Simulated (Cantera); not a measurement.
What does this Cantera script print?

```python
import numpy as np
import cantera as ct

gas_names = [...]  # 114 gases of nasa_gas.yaml made of C, Fe, H, O
cond_names = """
    C(gr) C6H6(L) C7H8(L) C8H18(L),n-octa Fe(a) Fe(c) Fe(d) Fe(L) FeC5O5(L) FeO(s) FeO(L) Fe(OH)2(s)
    Fe(OH)3(s) Fe2O3(s) Fe3O4(s) H2O(s) H2O(L)
""".split()


# ... load() reads the species with a 1 bar reference pressure and builds the phases ...
atoms = {
    'Fe2O3': {'Fe': 2, 'O': 3},
    'CH4': {'C': 1, 'H': 4},
    'H2': {'H': 2},
}
top_T = {'C(gr)': 4500, 'Fe2O3(s)': 1830, 'Fe3O4(s)': 1870}  # K; cautious upper limits of use, not melting points


# ... equilibrate(T, P, feed) seeds the gas with the atoms and calls Mixture.equilibrate('TP', solver="vcs", rtol=1e-11, max_steps=5000) ...
results = []
feed = {'Fe2O3': 1, 'CH4': 1.4, 'H2': 3.8}  # mol
P = 6100  # Pa
for T in [1373, 1473, 1573, 1673, 1773, 1873, 1973, 2073, 2173, 2273, 2373, 2473]:
    mix = equilibrate(T, P, feed)
    results.append((T, P, feed, dict(zip(mix.species_names, mix.species_moles))))

top = {s: max(r[3][s] / sum(r[3][g] for g in gas_names) for r in results) for s in gas_names}
cols = sorted((s for s in top if top[s] > 0.0001), key=lambda s: -top[s])[:5]
seen = [c for c in cond_names if any(r[3].get(c, 0) > 1e-12 for r in results)]
print("log10 of partial pressures in bar; condensed amounts in mol")
print(f"{'T/K':>10s}" + "".join(f"{s[:9]:>10s}" for s in cols + seen))
for T, P, feed, n in results:
    ng = sum(n[g] for g in gas_names)
    print(f"{T:10.4g}" + "".join(f"{np.log10(max(n[s] / ng * P / 1e5, 1e-99)):10.3f}" for s in cols)
          + "".join(f"{n.get(c, 0):10.4g}" for c in seen))
```

Result:

```
log10 of partial pressures in bar; condensed amounts in mol
       T/K        H2        Fe       H2O        CO         H     Fe(c)     Fe(d)     Fe(L)
      1373    -1.405    -8.108    -1.961    -2.027    -6.180         2         0         0
      1473    -1.407    -7.078    -1.955    -2.019    -5.601         2         0         0
      1573    -1.408    -6.182    -1.949    -2.013    -5.095         2         0         0
      1673    -1.409    -5.397    -1.946    -2.008    -4.648         0     1.999         0
      1773    -1.411    -4.704    -1.943    -2.005    -4.251         0     1.997         0
      1873    -1.412    -4.102    -1.941    -2.003    -3.896         0         0     1.989
      1973    -1.416    -3.572    -1.941    -2.002    -3.578         0         0     1.964
      2073    -1.422    -3.095    -1.945    -2.005    -3.291         0         0     1.892
      2173    -1.436    -2.666    -1.957    -2.016    -3.035         0         0       1.7
      2273    -1.467    -2.276    -1.986    -2.041    -2.809         0         0     1.218
      2373    -1.533    -1.929    -2.053    -2.100    -2.621         0         0         0
      2473    -1.548    -1.935    -2.065    -2.104    -2.426         0         0         0
```

Method: chemical equilibrium by Gibbs-energy minimisation in Cantera with the NASA 1993 tables (ideal gas, pure condensed phases).
